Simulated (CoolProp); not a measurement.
Vapour pressure (bar) of acetone: the reference equation beside estimates from Tc = 235.0 °C, pc = 46.92 bar, ω = 0.307. Clausius-Clapeyron is anchored at 100.85 °C with a constant enthalpy of vaporisation of 26.00 kJ/mol.

Model: reference Helmholtz-energy equation of state, Lemmon 2006, in CoolProp. It is a short technical equation, of lower accuracy than the large ones.

```
T (°C)  reference  Lee-Kesler  Clausius-Clapeyron  van der Waals  Redlich-Kwong  Soave-Redlich-Kwong  Peng-Robinson
------  ---------  ----------  ------------------  -------------  -------------  -------------------  -------------
89.85       2.845       2.851               2.954          10.43          4.863                2.849          2.834
93.45       3.136       3.147               3.214          10.96          5.270                3.145          3.126
97.15       3.458       3.476               3.500          11.52          5.714                3.474          3.450
100.85      3.805       3.830               3.805          12.10          6.184                3.829          3.799
104.55      4.178       4.211               4.130          12.69          6.680                4.211          4.174
108.25      4.579       4.620               4.475          13.31          7.204                4.622          4.578
111.95      5.008       5.057               4.842          13.94          7.757                5.062          5.011
115.65      5.468       5.526               5.231          14.60          8.338                5.534          5.474
119.25      5.945       6.012               5.631          15.25          8.932                6.024          5.956
122.95      6.468       6.544               6.066          15.94          9.573                6.561          6.484
126.65      7.025       7.110               6.526          16.65          10.25                7.134          7.047
130.35      7.617       7.712               7.011          17.39          10.95                7.744          7.646
134.05      8.247       8.352               7.523          18.14          11.69                8.392          8.284
137.75      8.915       9.029               8.061          18.91          12.46                9.080          8.960
```

Absolute difference from the reference over all 14 rows, mean and median: Lee-Kesler 0.9 and 1.0 %, Clausius-Clapeyron 4.5 and 4.1 %, van der Waals 179.1 and 172.7 %, Redlich-Kwong 54.3 and 53.7 %, Soave-Redlich-Kwong 1.1 and 1.1 %, Peng-Robinson 0.2 and 0.2 %.
